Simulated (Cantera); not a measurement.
# Catalytic stagnation flow on Pt

A jet of H2 : O2 : N2 = 0.027 : 0.11 : 0.79 (molar parts) at 300 K and 90.0 Torr hits a platinum plate 3.6 cm away at a mass flux of 0.03 kg/m²/s; the plate temperature is set and raised in steps from an oxygen-covered start.

Model: Deutschmann's 1995 Pt surface mechanism with GRI-Mech 3.0 gas chemistry, integrated in Cantera. Catalytic surfaces can have several steady states; this one follows from the mechanism file's or the stated starting coverage.

```json
[
 {"plate T (K)": "500", "wall x H2": "0.00235", "wall x O2": "0.0899", "wall x H2O": "0.0527", "wall x OH": "<1e-8", "θ free Pt": "0.0383", "θ O*": "0.942", "θ OH*": "0.0195"},
 {"plate T (K)": "550", "wall x H2": "0.00235", "wall x O2": "0.0900", "wall x H2O": "0.0522", "wall x OH": "<1e-8", "θ free Pt": "0.0406", "θ O*": "0.948", "θ OH*": "0.0111"},
 {"plate T (K)": "600", "wall x H2": "0.00234", "wall x O2": "0.0901", "wall x H2O": "0.0517", "wall x OH": "<1e-8", "θ free Pt": "0.0427", "θ O*": "0.950", "θ OH*": "0.00694"},
 {"plate T (K)": "650", "wall x H2": "0.00233", "wall x O2": "0.0903", "wall x H2O": "0.0514", "wall x OH": "<1e-8", "θ free Pt": "0.0452", "θ O*": "0.950", "θ OH*": "0.00464"},
 {"plate T (K)": "700", "wall x H2": "0.00220", "wall x O2": "0.0902", "wall x H2O": "0.0513", "wall x OH": "<1e-8", "θ free Pt": "0.0500", "θ O*": "0.947", "θ OH*": "0.00337"},
 {"plate T (K)": "750", "wall x H2": "0.00180", "wall x O2": "0.0899", "wall x H2O": "0.0517", "wall x OH": "<1e-8", "θ free Pt": "0.0644", "θ O*": "0.933", "θ OH*": "0.00276"}
]
```
x: mole fraction at the wall; θ: surface coverage.
